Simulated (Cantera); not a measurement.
An isothermal plug-flow reactor at 1248 K and 1.00 bar (inlet), inlet velocity 0.81 m/s, active area per volume 2000 1/m; feed 0.736 % CH₄, 14.9 % O₂, 84.3 % N₂.

Cantera simulation using Deutschmann's 1995 Pt surface mechanism with GRI-Mech 3.0 gas chemistry; the numbers are that mechanism's predictions, not measurements. Catalytic surfaces can have several steady states; this one follows from the mechanism file's or the stated starting coverage. Mass transfer to the wall is taken as infinitely fast.

x: gas mole fraction; θ: surface coverage.

```tsv
z (m)	x CH₄	x O₂	x H₂O	x CO₂	x CO	θ free Pt	θ O*	θ OH*
0.00037	0.00462	0.144	0.00542	0.00269	7.09e-6	0.446	0.553	0.000827
0.00066	0.00319	0.141	0.00825	0.00409	4.96e-6	0.447	0.552	0.00101
0.0012	0.00158	0.138	0.0114	0.00566	2.58e-6	0.448	0.551	0.00118
0.0021	0.000483	0.136	0.0136	0.00673	9.31e-7	0.449	0.550	0.00129
0.0037	[?]	0.135	0.0145	0.00718	[?]	0.449	0.550	0.00133
0.0066	1.25e-6	0.135	0.0146	0.00728	4.67e-8	0.449	0.550	0.00134
0.012	[?]	0.135	0.0147	0.00730	[?]	0.449	0.550	0.00134
0.021	2.72e-10	0.135	0.0147	0.00732	1.09e-8	0.449	0.550	0.00134
0.037	4.23e-11	0.135	0.0147	0.00734	4.75e-9	0.449	0.550	0.00134
```

Task: Fill in the missing entries.

Result: 
- 0.0037, x CH₄: 5.82e-5
- 0.0037, x CO: 2.18e-7
- 0.012, x CH₄: 2.81e-9
- 0.012, x CO: 1.77e-8
